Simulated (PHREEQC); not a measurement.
Solution (25 °C): 0.082 mol/kgw CuCl2, 0.00038 mol/kgw H2SO4 and 6.7e-05 mol/kgw H3BO3. It is in equilibrium with CO2 at log p = -2 (atm). Otherwise closed; pH follows from the charge balance.

The numbers come from PHREEQC with the ion-association model, phreeqc.dat.

Each row changes one thing in this solution. Precipitation was switched off in this run.

```json
[
 {"case": "as made", "pH": "3.22", "ionic strength (mol/kgw)": "0.226", "SO4-2 (mol/kgw)": "0.000169", "HSO4- (mol/kgw)": "3.73e-6", "HCO3- (mol/kgw)": "3.38e-7"},
 {"case": "0.0068 mol/kgw LiBr added", "pH": "3.22", "ionic strength (mol/kgw)": "0.233", "SO4-2 (mol/kgw)": "0.000170", "HSO4- (mol/kgw)": "3.72e-6", "HCO3- (mol/kgw)": "3.39e-7"},
 {"case": "CuCl2 left out", "pH": "3.15", "ionic strength (mol/kgw)": "0.00110", "SO4-2 (mol/kgw)": "0.000358", "HSO4- (mol/kgw)": "2.22e-5", "HCO3- (mol/kgw)": "2.20e-7"},
 {"case": "H2SO4 from 0.00038 to 7.6e-05 mol/kgw", "pH": "3.85", "ionic strength (mol/kgw)": "0.226", "SO4-2 (mol/kgw)": "3.39e-5", "HSO4- (mol/kgw)": "1.77e-7", "HCO3- (mol/kgw)": "1.44e-6"},
 {"case": "H3BO3 left out", "pH": "3.22", "ionic strength (mol/kgw)": "0.226", "SO4-2 (mol/kgw)": "0.000169", "HSO4- (mol/kgw)": "3.73e-6", "HCO3- (mol/kgw)": "3.38e-7"},
 {"case": "H3BO3 replaced by HBF4 at the same molality", "pH": "3.13", "ionic strength (mol/kgw)": "0.227", "SO4-2 (mol/kgw)": "0.000168", "HSO4- (mol/kgw)": "4.57e-6", "HCO3- (mol/kgw)": "2.75e-7"}
]
```

Complexes and solids missing from the database can't appear.
